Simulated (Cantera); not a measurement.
Input (Python, Cantera):

```python
import numpy as np
import cantera as ct

gas = ct.Solution("gri30.yaml")
gas.TPX = 1200, 1000000, {'CO': 0.0032, 'O2': 0.015, 'H2O': 0.00011, 'N2': 1}
reactor = ct.IdealGasConstPressureReactor(gas, energy="off", clone=False)
net = ct.ReactorNet([reactor])
net.rtol, net.atol = 1e-08, 1e-18
show = ['CO', 'O2', 'H2O', 'CO2', 'NO']
times = np.geomspace(2e-05, 100, 10)

steps = ct.SolutionArray(gas, extra=["t"])
rows = []
print(f"{'t/s':>10s}{'T/K':>9s}{'P/Pa':>11s}" + "".join(f"{s:>11s}" for s in show))
for t in times:
    while net.time < t:
        t_next = net.step()
        steps.append(gas.state, t=t_next)
    rows.append([np.interp(t, steps.t, y) for y in (steps.T, steps.P, *steps(*show).X.T)])
    print(f"{t:10.3e}{rows[-1][0]:9.1f}{rows[-1][1]:11.4g}" + "".join(f"{x:11.3e}" for x in rows[-1][2:]))
rate = np.gradient(steps.T, steps.t)
print("integrator steps:", len(steps.t))
if steps.T.max() > steps.T[0] + 200:
    print(f"time of steepest temperature rise: {steps.t[rate.argmax()]:.4e} s")
gas.TPX = 1200, 1000000, {'CO': 0.0032, 'O2': 0.015, 'H2O': 0.00011, 'N2': 1}
gas.equilibrate("TP")
print(f"equilibrium (TP): T = {gas.T:.1f} K  " + "  ".join(f"{s} {gas[s].X[0]:.3e}" for s in show))
```

It prints:

```
       t/s      T/K       P/Pa         CO         O2        H2O        CO2         NO
 2.000e-05   1200.0      1e+06  3.142e-03  1.473e-02  1.080e-04  4.649e-10  1.612e-18
 1.110e-04   1200.0      1e+06  3.142e-03  1.473e-02  1.080e-04  2.799e-09  4.920e-17
 6.162e-04   1200.0      1e+06  3.142e-03  1.473e-02  1.080e-04  2.203e-08  1.271e-15
 3.420e-03   1200.0      1e+06  3.142e-03  1.473e-02  1.080e-04  3.318e-07  3.489e-14
 1.898e-02   1200.0      1e+06  3.112e-03  1.471e-02  1.077e-04  3.081e-05  2.915e-11
 1.054e-01   1200.0      1e+06  2.594e-03  1.446e-02  1.074e-04  5.497e-04  4.680e-09
 5.848e-01   1200.0      1e+06  9.595e-04  1.365e-02  1.077e-04  2.186e-03  8.903e-08
 3.246e+00   1200.0      1e+06  2.686e-06  1.318e-02  1.081e-04  3.145e-03  3.998e-07
 1.802e+01   1200.0      1e+06  1.534e-10  1.318e-02  1.082e-04  3.147e-03  4.880e-07
 1.000e+02   1200.0      1e+06  1.522e-10  1.318e-02  1.082e-04  3.147e-03  4.884e-07
integrator steps: 1271
equilibrium (TP): T = 1200.0 K  CO 1.524e-10  O2 1.315e-02  H2O 1.082e-04  CO2 3.147e-03  NO 5.498e-05
```

Cantera simulation using GRI-Mech 3.0 (53 species, 325 reactions); the numbers are that mechanism's predictions, not measurements.
